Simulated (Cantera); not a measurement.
Input: 1 mol Cu2O, 2.7 mol H2, 4.3 mol N2, equilibrated at 1752 °C and 1330 Pa.

Cantera equilibrium calculation (NASA polynomials, part measured and part estimated; ideal gas, pure solids and liquids). Candidate condensed phases: Cu, CuO, Cu(OH)2, Cu2O, H2O; 27 gas species. The numbers say what is thermodynamically allowed, not how fast it happens.

Base state: N2 0.476, Cu 0.220, H2 0.185, H2O 0.110, H 0.00717, Cu2 0.000537, OH 0.000447, NO 2.50e-5 (mole fractions); condensed: gas only.

What changes in the equilibrium state with this change: Cu2O replaced by Fe2O3?


| species | before | after |
|---|---|---|
| N2 | 0.476 | 0.598 |
| H2 | 0.185 | 0.211 |
| H2O | 0.110 | 0.161 |
| Cu | 0.220 | 0 |
| Fe | 0 | 0.0223 |
| Cu2 | 0.000537 | 0 |
| FeO | 0 | 0.000360 |
| FeO(l), mol | 0 | 1.84 |
The tables' stoichiometric FeO is somewhat more stable than real wüstite, so its field is too wide. FeO: taken at fixed stoichiometry. Further candidate phases: Fe, FeO, Fe(OH)2, Fe(OH)3, Fe2O3, Fe3O4.

What changes in the equilibrium state with this change: Cu2O replaced by PbS?


| species | before | after |
|---|---|---|
| N2 | 0.476 | 0.511 |
| H2 | 0.185 | 0.308 |
| Pb | 0 | 0.0886 |
| Cu | 0.220 | 0 |
| H2O | 0.110 | 0 |
| S2 | 0 | 0.0355 |
| PbS | 0 | 0.0301 |
| SH | 0 | 0.00790 |
| S | 0 | 0.00610 |
| H2S | 0 | 0.00370 |
Further candidate phases: Pb, PbS, S.
